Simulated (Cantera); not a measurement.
A freely propagating, adiabatic, planar premixed flame of 26.3 % H2, 15.5 % O2, 58.2 % N2, equivalence ratio 0.85, unburnt at 600 K and 500000 Pa; mixture-averaged transport, grid criteria slope 0.08 and curve 0.16, no radiation.

Cantera simulation using the H2/O2 subset of GRI-Mech 3.0, which has no nitrogen chemistry; the numbers are that mechanism's predictions, not measurements. The hydrogen kinetics of GRI-Mech 3.0 are dated; newer H2 mechanisms differ, most at raised pressure. Burning velocities carry a grid error of a few per cent, more on coarse grids.

### Question
Predict: laminar burning velocity; thermal thickness; peak x(OH); peak x(HO2); peak x(O).

### Answer
```
Item                         Result
------------------------  ---------
laminar burning velocity   565 cm/s
thermal thickness         0.0579 mm
peak x(OH)                   0.0172
peak x(HO2)                0.000915
peak x(O)                   0.00917
```
